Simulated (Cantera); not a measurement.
Mixture: CH4 : H2 : O2 : N2 = 1 : 0.24 : 1.25 : 4.69 (molar parts), equivalence ratio 1.7, at 10.0 bar, adiabatic and at constant pressure. Ignition delay is the time to a rise of 400 K.

Detailed kinetics in Cantera: GRI-Mech 3.0 (53 species, 325 reactions).

What does this change do: constant volume in place of constant pressure?


```json
[
 {"quantity": "delay at 1275 K", "before": "0.478 ms", "after": "0.424 ms"},
 {"quantity": "delay at 1350 K", "before": "0.276 ms", "after": "0.245 ms"},
 {"quantity": "delay at 1425 K", "before": "0.159 ms", "after": "0.141 ms"},
 {"quantity": "delay at 1500 K", "before": "91.8 µs", "after": "81.5 µs"},
 {"quantity": "delay at 1575 K", "before": "53.2 µs", "after": "47.4 µs"},
 {"quantity": "delay at 1650 K", "before": "31.4 µs", "after": "28.0 µs"},
 {"quantity": "apparent activation energy between 1500 and 1650 K", "before": "150 kJ/mol", "after": "150 kJ/mol"}
]
```

What does this change do: 0.032 parts C2H6 added?


| quantity | before | after |
|---|---|---|
| delay at 1275 K | 0.478 ms | 0.346 ms |
| delay at 1350 K | 0.276 ms | 0.197 ms |
| delay at 1425 K | 0.159 ms | 0.114 ms |
| delay at 1500 K | 91.8 µs | 65.7 µs |
| delay at 1575 K | 53.2 µs | 38.0 µs |
| delay at 1650 K | 31.4 µs | 22.3 µs |
| apparent activation energy between 1500 and 1650 K | 150 kJ/mol | 150 kJ/mol |
